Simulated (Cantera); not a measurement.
What does this Cantera script print?

```python
import numpy as np
import cantera as ct

gas = ct.Solution("gri30.yaml")


def delay(T, t_max=10):
    gas.TPX = T, 1600000, {'CH4': 1, 'O2': 3.45, 'N2': 19.3}
    reactor = ct.IdealGasConstPressureReactor(gas, clone=False)
    net = ct.ReactorNet([reactor])
    net.rtol, net.atol = 1e-8, 1e-16
    while net.time < t_max:
        t_old, T_old = net.time, reactor.T
        net.step()
        if reactor.T > T + 400:  # ignition: a rise of 400 K
            return t_old + (T + 400 - T_old) / (reactor.T - T_old) * (net.time - t_old)
    return np.nan


taus = []
for T in [1100, 1150, 1200, 1250, 1300, 1350, 1400, 1450, 1500]:
    taus.append(delay(T))
    print(f"T0 = {T:6g} K   tau = {taus[-1]:.4e} s")
```

Result:

```
T0 =   1100 K   tau = 1.2212e-02 s
T0 =   1150 K   tau = 6.1141e-03 s
T0 =   1200 K   tau = 3.2450e-03 s
T0 =   1250 K   tau = 1.8018e-03 s
T0 =   1300 K   tau = 1.0365e-03 s
T0 =   1350 K   tau = 6.1371e-04 s
T0 =   1400 K   tau = 3.7237e-04 s
T0 =   1450 K   tau = 2.3085e-04 s
T0 =   1500 K   tau = 1.4594e-04 s
```

Detailed kinetics in Cantera: GRI-Mech 3.0 (53 species, 325 reactions). The pressure lies above the range GRI-Mech 3.0 was tuned for (to about 10 atm).
